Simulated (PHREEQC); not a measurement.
A solution holds 0.0056 mol/kgw KOH and 0.00026 mol/kgw CO2, at 25 °C. Closed to the air; pH follows from the charge balance.

The numbers come from PHREEQC with the ion-association model, phreeqc.dat.

```json
[
 {"quantity": "pH", "before": "11.67", "after": "4.98"},
 {"quantity": "ionic strength (mol/kgw)", "before": "0.00585", "after": "1.06e-5"},
 {"quantity": "CO3-2 (mol/kgw)", "before": "0.000251", "after": "4.76e-11"},
 {"quantity": "HCO3- (mol/kgw)", "before": "9.11e-6", "after": "1.06e-5"}
]
```

Task: What was changed between the two runs?
A) KOH from 0.0056 to 0.0112 mol/kgw
B) KOH left out
C) 0.006 mol/kgw Ba(OH)2 added
D) diluted 10-fold with water

Result: B, KOH left out

Precipitation was switched off in this run.
